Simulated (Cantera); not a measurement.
Equilibrium for silicon etching in halogen gases: Si + NF3

Feed: 1 mol Si, 3.2 mol NF3, at 177 °C and 120 Pa.

Equilibrium computed with Cantera from the NASA thermochemical tables; the gas is ideal and each condensed phase is pure. Candidate condensed phases: Si, Si3N4; 16 gas species. The numbers say what is thermodynamically allowed, not how fast it happens.

```yaml
x(NF3): 0.528
x(SiF4): 0.283
x(N2): 0.189
x(F2): 0.000469
gas_amount: 3.534 mol
log10 activity of Si(s) (absent): -171.00
```
